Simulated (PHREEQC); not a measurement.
A PHREEQC speciation (ion-association model, wateq4f.dat) at 25 °C gives pH 2.57 and these molalities:

```
species  mol/kgw
-------  -------
Na+        0.357
SO4-2      0.185
NaSO4-    0.0629
CuSO4     0.0574
Cu+2      0.0426
HSO4-     0.0135
H+       0.00354
H2AsO4-  1.86e-5
H3AsO4   6.35e-6
CuOH+    5.75e-8
```

### Question
What are the element totals, and what could have been dissolved in 1 kg of water to give them?

### Answer
This is not unique; one that fits is totals As(5) 2.50e-5, Cu(2) 0.100, Na 0.420, S(6) 0.319 mol/kgw, from 0.1 mol/kgw CuSO4, 2.5e-05 mol/kgw H3AsO4, 0.0085 mol/kgw H2SO4 and 0.21 mol/kgw Na2SO4.

No solid was allowed to form. The database has no arsenate complexes of Cu.
